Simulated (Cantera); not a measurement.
A closed system holds: 1 mol PbO, 0.45 mol O₂, 5.7 mol H₂, held at 725 °C.

Equilibrium computed with Cantera from the NASA thermochemical tables; the gas is ideal and each condensed phase is pure. Candidate condensed phases: H₂O, Pb, PbO, PbO₂, Pb₃O₄; 12 gas species. Equilibrium is a limit: real reactors are often held back by kinetics, nucleation or transport.

Q: At 4.60 mbar, list the 3 most abundant gas species with their mole fractions, and the condensed phases.

A: H₂ 0.664, H₂O 0.332, Pb 0.00337. Condensed: Pb(l).
